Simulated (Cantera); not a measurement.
## Halide evaporation, hydrolysis and transport: SrCl2 + N2 + H2O

A closed system holds: 1 mol SrCl2, 96 mol N2, 0.65 mol H2O, equilibrated at 2.70e-6 bar.

These are equilibrium values from Cantera (NASA tables, ideal gas, pure condensed phases), not measurements of a reactor. Candidate condensed phases: H2O, NH4Cl, Sr, SrCl2, SrO, Sr(OH)2; 35 gas species. Condensed phases not in the tables: oxide chlorides. Equilibrium is a limit: real reactors are often held back by kinetics, nucleation or transport.

From 1150 K to 1700 K the condensed part is SrO(s). The main Sr-bearing gas is SrCl2 throughout. The share of Sr in condensed phases is highest at 1150 K (15.7 %) and lowest at 1700 K (0.9 %).

```tsv
T (K)	x N2	x SrCl2	x H2O	x HCl	x H	x Cl	x H2	n SrO(s)
1150	0.983	0.00864	0.00505	0.00318	1.87e-7	3.09e-5	1.70e-5	0.157
1200	0.983	0.00875	0.00516	0.00293	6.71e-7	5.45e-5	3.12e-5	0.146
1250	0.983	0.00884	0.00524	0.00271	2.19e-6	9.18e-5	5.52e-5	0.137
1300	0.983	0.00890	0.00530	0.00252	6.52e-6	0.000148	9.38e-5	0.130
1350	0.983	0.00895	0.00531	0.00235	1.80e-5	0.000230	0.000154	0.126
1400	0.983	0.00896	0.00528	0.00220	4.61e-5	0.000345	0.000242	0.124
1450	0.983	0.00895	0.00519	0.00205	0.000110	0.000502	0.000367	0.124
1500	0.982	0.00890	0.00501	0.00191	0.000247	0.000713	0.000533	0.125
1550	0.982	0.00880	0.00472	0.00175	0.000520	0.000987	0.000737	0.127
1600	0.981	0.00863	0.00429	0.00158	0.00102	0.00134	0.000956	0.123
1650	0.980	0.00835	0.00372	0.00139	0.00187	0.00178	0.00114	0.0976
1700	0.977	0.00788	0.00304	0.00118	0.00312	0.00235	0.00121	0.00874
```
x: gas mole fraction; n: condensed amount in mol.
